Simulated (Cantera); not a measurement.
An isothermal, constant-pressure homogeneous reactor starts with NH₃ : H₂ = 1 : 0.55 (molar parts), at 1448 K and 0.0160 bar. Integrator tolerance rtol = 1e-08.

Detailed kinetics in Cantera: the gas-phase N/H chemistry of the illustrative SiF4/NH3 mechanism in the Surface Chemkin manual (1991). Walls and surfaces, which speed up NH3 decomposition in real reactors, are not modelled.

Problem. What does this change do: temperature 1448 to 1250 K?

Solution. 
| quantity | before | after |
|---|---|---|
| x(NH₃) at 200 s | 0.581 (gas-phase equilibrium 3.66e-7) | 0.645 (gas-phase equilibrium 7.65e-7) |
| x(H₂) at 200 s | 0.400 (gas-phase equilibrium 0.804) | 0.355 (gas-phase equilibrium 0.804) |
| x(NH₂) at 200 s | 3.24e-5 (gas-phase equilibrium 6.32e-11) | 2.84e-6 (gas-phase equilibrium 5.59e-12) |
| x(N₂H₂) at 200 s | 2.67e-7 (gas-phase equilibrium <1e-12) | 2.58e-8 (gas-phase equilibrium <1e-12) |
| x(NH) at 200 s | 9.39e-8 (gas-phase equilibrium <1e-12) | 1.62e-9 (gas-phase equilibrium <1e-12) |
| x(H) at 200 s | 1.06e-5 (gas-phase equilibrium 6.58e-5) | 9.20e-7 (gas-phase equilibrium 3.45e-6) |

Problem. What does this change do: NH3 1 to 0.13 parts?

Solution. 
```csv
quantity,before,after
x(NH₃) at 200 s,0.581 (gas-phase equilibrium 3.66e-7),0.182 (gas-phase equilibrium 2.87e-7)
x(H₂) at 200 s,0.400 (gas-phase equilibrium 0.804),0.814 (gas-phase equilibrium 0.920)
x(NH₂) at 200 s,3.24e-5 (gas-phase equilibrium 6.32e-11),1.37e-5 (gas-phase equilibrium 4.63e-11)
x(N₂H₂) at 200 s,2.67e-7 (gas-phase equilibrium <1e-12),3.64e-8 (gas-phase equilibrium <1e-12)
x(NH) at 200 s,9.39e-8 (gas-phase equilibrium <1e-12),5.45e-8 (gas-phase equilibrium <1e-12)
x(H) at 200 s,1.06e-5 (gas-phase equilibrium 6.58e-5),2.90e-5 (gas-phase equilibrium 7.03e-5)
```
